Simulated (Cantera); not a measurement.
An isothermal, constant-pressure homogeneous reactor starts with H₂ : O₂ = 0.065 : 1 (molar parts), at 1473 K and 300 Pa.

Cantera simulation using GRI-Mech 3.0 (53 species, 325 reactions); the numbers are that mechanism's predictions, not measurements. Radical loss at walls, strong at low pressure, is not modelled. The temperature is held fixed by assumption; the heat of reaction is taken as removed at once.

One state of this run: x H₂ = 0.00104; x O₂ = 0.895; x H₂O₂ = 1.07e-8; x HO₂ = 3.97e-7; x OH = 0.00767; x O = 0.0370. x: mole fraction; the columns are a selection and need not sum to one.

Q: Which value of t (s) does it belong to?
A) 0.000228
B) 0.00409
C) 5.57
D) 0.311

A: D, 0.311
